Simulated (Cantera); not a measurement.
An isothermal, constant-pressure homogeneous reactor starts with H2 : O2 = 0.049 : 1 (molar parts), equivalence ratio 0.025, at 1175 K and 20.0 Torr.

Computed with Cantera and the H2/O2 subset of GRI-Mech 3.0, which has no nitrogen chemistry. Radical loss at walls, strong at low pressure, is not modelled. The temperature is held fixed by assumption; the heat of reaction is taken as removed at once.

x: mole fraction; the columns are a selection and need not sum to one.

```tsv
t (s)	x H2	x O2	x HO2	x H2O	x H
0.000600	0.0467	0.953	[?]	5.28e-6	1.65e-6
0.00143	0.0184	0.933	[?]	0.0219	0.00742
0.00340	0.000698	0.924	[?]	0.0421	0.00554
0.00811	0.000442	0.934	[?]	0.0444	0.00276
0.0193	0.000189	0.945	[?]	0.0463	0.000745
0.0460	5.15e-5	0.950	[?]	0.0473	0.000106
0.110	1.09e-5	0.952	[?]	0.0476	1.06e-5
0.261	2.29e-6	0.952	[?]	0.0477	1.04e-6
0.621	5.41e-7	0.952	[?]	0.0478	1.23e-7
1.48	1.49e-7	0.952	[?]	0.0478	1.83e-8
3.53	4.70e-8	0.952	[?]	0.0478	3.31e-9
8.40	1.65e-8	0.952	6.65e-9	0.0478	6.94e-10
20.0	6.39e-9	0.952	6.40e-9	0.0478	1.69e-10
```

**Question.** Complete the blanks.

**Answer.** 
- 0.000600, x HO2: 6.31e-8
- 0.00143, x HO2: 7.71e-6
- 0.00340, x HO2: 6.95e-6
- 0.00811, x HO2: 6.16e-6
- 0.0193, x HO2: 4.55e-6
- 0.0460, x HO2: 2.47e-6
- 0.110, x HO2: 9.61e-7
- 0.261, x HO2: 3.02e-7
- 0.621, x HO2: 9.03e-8
- 1.48, x HO2: 2.92e-8
- 3.53, x HO2: 1.14e-8
